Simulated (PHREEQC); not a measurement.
Consider water at 77 °C with 0.007 mol/kgw SrCl2, 9.2e-06 mol/kgw CO2 and 5.6e-07 mol/kgw H4SiO4. Closed to the air; pH follows from the charge balance.

Model: ion-association model, phreeqc.dat, run in PHREEQC.

```
Item                          Result
--------------------  --------------
pH                              5.67
ionic strength        0.0210 mol/kgw
specific conductance      3950 µS/cm
```

| species | molality | activity | log γ |
|---|---|---|---|
| Cl- | 0.0140 | 0.0119 | -0.069 |
| Sr+2 | 0.00700 | 0.00386 | -0.259 |
| CO2 | 6.86e-6 | 6.89e-6 | 0.002 |
| H+ | 2.47e-6 | 2.16e-6 | -0.057 |
| HCO3- | 1.74e-6 | 1.50e-6 | -0.065 |
| SrHCO3+ | 6.07e-7 | 5.23e-7 | -0.065 |
| H4SiO4 | 5.60e-7 | 5.63e-7 | 0.002 |
| OH- | 1.22e-7 | 1.04e-7 | -0.070 |

This is a speciation only: nothing precipitates in the calculation. Complexes and solids missing from the database can't appear. Away from 25 °C the constants follow the database's enthalpies or fits; those with neither stay at their 25 °C values.
